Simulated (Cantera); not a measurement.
A perfectly stirred reactor is fed with CH4 : C2H6 : C3H8 : O2 : N2 = 1 : 0.43 : 1 : 10.4 : 39 (molar parts), at 2030 Torr; it is adiabatic with a 750 K inlet, and is followed from long to short residence time, starting on the burning branch (τ in s: 0.026, 0.014, 0.0074, 0.004, 0.0021, 0.0011, 0.00061, 0.00033, 0.00018, 9.5e-05).

Detailed kinetics in Cantera: GRI-Mech 3.0 (53 species, 325 reactions). GRI-Mech 3.0 was tuned for natural gas; its chemistry of propane as a main component is partial and can be far from experiment.

Task: What does this change do: 2.3 parts H2 added?

Result: 
| quantity | before | after |
|---|---|---|
| blow-out, bracketed by the residence times tried | burning at 95.0 µs, the shortest tried | burning at 95.0 µs, the shortest tried |
| x(CH4) at τ = 26.0 ms | 7.40e-7 | 5.06e-7 |
| x(C2H6) at τ = 26.0 ms | 3.67e-8 | 2.11e-8 |
| x(C3H8) at τ = 26.0 ms | 1.06e-7 | 6.43e-8 |
| x(C2H) at τ = 26.0 ms | 5.63e-9 | 5.60e-9 |
| x(CH2CO) at τ = 26.0 ms | 1.38e-7 | 6.45e-8 |
| x(CH4) at τ = 1.10 ms | 1.00e-5 | 7.63e-6 |
| x(C2H6) at τ = 1.10 ms | 7.43e-7 | 4.72e-7 |
| x(C3H8) at τ = 1.10 ms | 1.83e-6 | 1.20e-6 |
| x(C2H) at τ = 1.10 ms | 6.22e-8 | 7.27e-8 |
| x(CH2CO) at τ = 1.10 ms | 3.01e-6 | 1.48e-6 |
